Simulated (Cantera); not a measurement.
An isothermal, constant-pressure homogeneous reactor starts with N2O = 1 (molar parts), at 1450 K and 27.8 Torr. Integrator tolerance rtol = 1e-08.

Detailed kinetics in Cantera: GRI-Mech 3.0 (53 species, 325 reactions). GRI-Mech 3.0 was tuned for natural gas; its chemistry of N2O as a main component is partial and can be far from experiment. Radical loss at walls, strong at low pressure, is not modelled. The temperature is held fixed by assumption; the heat of reaction is taken as removed at once.

What does this change do: temperature 1450 to 1275 K?


```json
[
 {"quantity": "x(N2O) at 200 s", "before": "5.60e-6 (gas-phase equilibrium 1.22e-8)", "after": "9.95e-6 (gas-phase equilibrium 4.64e-9)"},
 {"quantity": "x(NO2) at 200 s", "before": "0.000191 (gas-phase equilibrium 1.67e-6)", "after": "0.000236 (gas-phase equilibrium 1.14e-6)"},
 {"quantity": "x(NO) at 200 s", "before": "0.143 (gas-phase equilibrium 0.00111)", "after": "0.0880 (gas-phase equilibrium 0.000391)"},
 {"quantity": "x(O) at 200 s", "before": "5.41e-6 (gas-phase equilibrium 6.06e-6)", "after": "3.17e-7 (gas-phase equilibrium 3.37e-7)"},
 {"quantity": "x(N2) at 200 s", "before": "0.595 (gas-phase equilibrium 0.666)", "after": "0.623 (gas-phase equilibrium 0.666)"},
 {"quantity": "x(O2) at 200 s", "before": "0.262 (gas-phase equilibrium 0.333)", "after": "0.289 (gas-phase equilibrium 0.333)"}
]
```
The mechanism lacks the step 2 NO + O2 → 2 NO2, which can matter for NO2 below about 1400 K.

What does this change do: temperature 1450 to 1023 K?


| quantity | before | after |
|---|---|---|
| x(N2O) at 200 s | 5.60e-6 (gas-phase equilibrium 1.22e-8) | 0.879 (gas-phase equilibrium 6.63e-10) |
| x(NO2) at 200 s | 0.000191 (gas-phase equilibrium 1.67e-6) | 2.18e-6 (gas-phase equilibrium 5.19e-7) |
| x(NO) at 200 s | 0.143 (gas-phase equilibrium 0.00111) | 0.00368 (gas-phase equilibrium 4.67e-5) |
| x(O) at 200 s | 5.41e-6 (gas-phase equilibrium 6.06e-6) | 6.99e-8 (gas-phase equilibrium 9.41e-10) |
| x(N2) at 200 s | 0.595 (gas-phase equilibrium 0.666) | 0.0788 (gas-phase equilibrium 0.667) |
| x(O2) at 200 s | 0.262 (gas-phase equilibrium 0.333) | 0.0385 (gas-phase equilibrium 0.333) |
The mechanism lacks the step 2 NO + O2 → 2 NO2, which can matter for NO2 below about 1400 K.
